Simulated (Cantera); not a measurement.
**Pyrogenic steam for wet oxidation**

A perfectly stirred reactor is fed with H₂ : O₂ : N₂ = 1.6 : 1 : 1.3 (molar parts), at 0.602 atm; it is held at 1398 K, and followed from long to short residence time.

Model: GRI-Mech 3.0 (53 species, 325 reactions), integrated in Cantera. The temperature is held fixed by assumption; the heat of reaction is taken as removed at once.

```
τ (s)        x H₂    x O₂    x HO₂    x NO₂      x OH  x H₂O       x O
-------  --------  ------  -------  -------  --------  -----  --------
9.3       4.07e-5  0.0645  8.75e-7  4.91e-9  0.000221  0.516   4.57e-6
2.8       9.05e-5  0.0645  1.91e-6  7.19e-9  0.000324  0.516   1.00e-5
0.85     0.000200  0.0645  4.09e-6  7.80e-9  0.000478  0.516   2.24e-5
0.26     0.000440  0.0645  8.38e-6  5.93e-9  0.000707  0.515   5.07e-5
0.077    0.000985  0.0646  1.64e-5  3.59e-9   0.00106  0.514  0.000119
0.023     0.00216  0.0650  2.86e-5  2.27e-9   0.00161  0.512  0.000277
0.0070    0.00459  0.0658  4.35e-5  1.79e-9   0.00242  0.508  0.000632
0.0021    0.00957  0.0677  5.82e-5  1.66e-9   0.00366  0.499   0.00143
0.00063    0.0191  0.0717  7.05e-5  1.62e-9   0.00548  0.482   0.00311
```
x: mole fraction; the columns are a selection and need not sum to one.
